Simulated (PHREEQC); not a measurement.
Make-up at 20 °C: 1.7 mol MgCl2 and 0.58 mol MgSO4 per kg of water. Closed to the air; pH follows from the charge balance.

The numbers come from PHREEQC with the Pitzer model, pitzer.dat.

```csv
quantity,before,after
SI of Epsomite (MgSO4:7H2O),-0.32,-0.27
SI of Hexahydrite (MgSO4:6H2O),-0.57,-0.51
```

Problem. Name the change that produced these shifts.
(A) MgSO4 from 0.58 to 0.522 mol/kgw
(B) MgCl2 from 1.7 to 1.87 mol/kgw
(C) temperature from 20 to 70 °C
(D) diluted 2-fold with water
(E) diluted 5-fold with water

Solution. B, MgCl2 from 1.7 to 1.87 mol/kgw

No solid was allowed to form.
